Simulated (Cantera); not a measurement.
A closed system holds: 1 mol Si, 0.72 mol H2, equilibrated at 452 °C and 41000 Pa.

These are equilibrium values from Cantera (NASA tables, ideal gas, pure condensed phases), not measurements of a reactor. Candidate condensed phases: Si; 9 gas species. Kinetics and transport are ignored.

Task: What is the equilibrium state?

Result: 
```
Item             Value
----------  ----------
x(H2)             1.00
n(Si(s))      1.00 mol
gas amount  0.7200 mol
```
